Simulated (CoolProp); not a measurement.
Vapour-liquid equilibrium of n-perfluoropentane (1) + n-pentane (2) at 100.25 °C; x and y are mole fractions of (1).

Model: multi-fluid Helmholtz-energy mixture model, Gao 2022 and Thol 2019; pair parameters Bell 2016, in CoolProp.

```
x      bubble pressure (kPa)  y at the bubble point  dew pressure at overall composition x (kPa)  liquid density (mol/L)
-----  ---------------------  ---------------------  -------------------------------------------  ----------------------
0.05                   719.1                  0.181                                        626.7                   7.172
0.125                  835.7                  0.316                                        677.1                   6.793
0.2                    901.4                  0.386                                        734.2                   6.444
0.275                  939.2                  0.430                                        798.4                   6.125
0.35                   962.2                  0.463                                        868.2                   5.837
0.425                  976.6                  0.493                                        935.6                   5.582
0.5                    984.4                  0.525                                        978.9                   5.359
0.575                  985.3                  0.561                                        983.7                   5.166
0.65                   977.7                  0.604                                        962.3                   5.002
0.725                  959.4                  0.657                                        927.3                   4.863
0.8                    928.3                  0.723                                        886.5                   4.745
0.875                  883.0                  0.806                                        844.1                   4.644
0.95                   822.9                  0.913                                        802.1                   4.554
```

y crosses x between x = 0.5 and 0.575: the model has an azeotrope there.

Pair parameters are fitted to limited data, so mixtures are less certain than the pure fluids.
